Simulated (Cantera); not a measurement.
Charge: 1 mol Ta2O5, 4.3 mol CO, held at 1150 K and 133 Pa.

Method: chemical equilibrium by Gibbs-energy minimisation in Cantera with the NASA 1993 tables (ideal gas, pure condensed phases). Candidate condensed phases: C, Ta, TaC, Ta2O5; 15 gas species. Mutual solubility and eutectic melting of coexisting phases are not modelled. TaC: taken at fixed stoichiometry. Condensed phases not in the tables: Ta2C. Rates play no part.

Base state: CO 1.000, CO2 0.000327 (mole fractions); condensed: TaC(s) + Ta2O5(s).

Problem. What changes in the equilibrium state with this change: Ta2O5 replaced by SiO2?

Solution. 
```csv
species,before,after
CO,1.000,1.000
CO2,0.000327,5.26e-5
"TaC(s), mol",0.000402,0
"Ta2O5(s), mol",1.000,0
"SiO2(β-quartz), mol",0,1.00
```
The tables hold silica as quartz up to 1696 K and as liquid above; real silica turns to tridymite and cristobalite and melts near 1996 K. Further candidate phases: Si, SiC, SiO2.
